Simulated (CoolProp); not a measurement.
Hydrogen sulfide along the isobar 8.35 MPa: density (kg/m³) from the reference equation and from simpler models built on Tc = 373.1 K, pc = 8.999 MPa, ω = 0.101; each cubic takes its own stable root.

The numbers come from the reference Helmholtz-energy equation of state, Lemmon 2006 in CoolProp. It is a short technical equation, of lower accuracy than the large ones.

| T (K) | phase | reference | Soave-Redlich-Kwong | Peng-Robinson |
|---|---|---|---|---|
| 235.8 | liquid | 917.1 | 889.4 | 1003 |
| 262.1 | liquid | 868.4 | 838.9 | … |
| 288.3 | liquid | 814.5 | 779.9 | 881.8 |
| 314.6 | liquid | 751.4 | … | 799.8 |
| 340.8 | liquid | 670.5 | 612.4 | … |
| 367.1 | liquid | 509.5 | 426.9 | 474.5 |
| 393.3 | gas | 132.4 | … | 136.9 |
| 419.6 | gas | 108.6 | 108.3 | … |
| 445.8 | gas | 94.90 | 94.74 | 97.77 |
| 472.1 | gas | 85.31 | 85.18 | 87.62 |
| 498.3 | gas | 78.06 | 77.91 | 79.94 |
| 524.6 | gas | … | 72.07 | 73.79 |
| 550.8 | gas | 67.45 | 67.25 | 68.74 |

Fill in the missing entries.


- 262.1, Peng-Robinson: 947.8
- 314.6, Soave-Redlich-Kwong: 707.6
- 340.8, Peng-Robinson: 690.0
- 393.3, Soave-Redlich-Kwong: 131.1
- 419.6, Peng-Robinson: 112.2
- 524.6, reference: 72.25
